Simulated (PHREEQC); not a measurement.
Make-up at 65 °C: 0.0045 mol/kgw FeSO4, 0.0023 mol/kgw MgSO4, 0.042 mol/kgw H2SO4 and 0.027 mol/kgw Na2SO4. It is in equilibrium with CO2 at log p = -2 (atm). Otherwise closed; pH follows from the charge balance.

Model: ion-association model, phreeqc.dat, run in PHREEQC.

No solid was allowed to form.

Question: Predict the pH, ionic strength.

Answer: pH 1.60; ionic strength 0.112 mol/kgw.

Question: In which forms is S present?

Answer: HSO4- 69 %, SO4-2 24 %, NaSO4- 2.6 %, FeSO4 2.2 %, MgSO4 1.7 %, FeHSO4+ 0.7 % of the S.

Constants without temperature data keep their 25 °C values here.
